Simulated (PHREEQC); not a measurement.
A solution holds 0.14 mol H2SO4, 0.12 mol MnSO4 and 5.7e-05 mol Fe2(SO4)3 per kg of water, at 20 °C. Closed to the air; pH follows from the charge balance.

Equilibrium calculation in PHREEQC: ion-association model, phreeqc.dat.

Q: The ionic strength comes out as 0.420 mol/kgw. What activity coefficients do FeHSO4+2, Fe(SO4)2-, Mn+2, FeSO4+, Fe+3 get?

A: FeHSO4+2 0.29, Fe(SO4)2- 0.73, Mn+2 0.26, FeSO4+ 0.69, Fe+3 0.097.

This is a speciation only: nothing precipitates in the calculation.
